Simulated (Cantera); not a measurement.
Input: 1 mol BF3, 0.86 mol H2O, 3.7 mol H2, held at 13.3 mbar.

Cantera equilibrium calculation (NASA polynomials, part measured and part estimated; ideal gas, pure solids and liquids). Candidate condensed phases: B, B2O3, B3O3H3, H2O; 43 gas species. The tables' values for BF2 are old estimates; treat these amounts as uncertain. The numbers say what is thermodynamically allowed, not how fast it happens. All values below are at 1898 K.

Base state: H2 0.570, HF 0.268, BOF 0.132, BF3 0.0203, H 0.00511, BF2 0.00232, H2O 0.00112, HBO 0.000421 (mole fractions); condensed: gas only.

Question: What changes in the equilibrium state with this change: pressure from 13.3 mbar to 22.0 mbar?

Answer: 
```csv
species,before,after
H2,0.570,0.572
HF,0.268,0.267
BOF,0.132,0.131
BF3,0.0203,0.0215
BF,0.000227,0.000148
HBO2,0.000217,0.000333
```
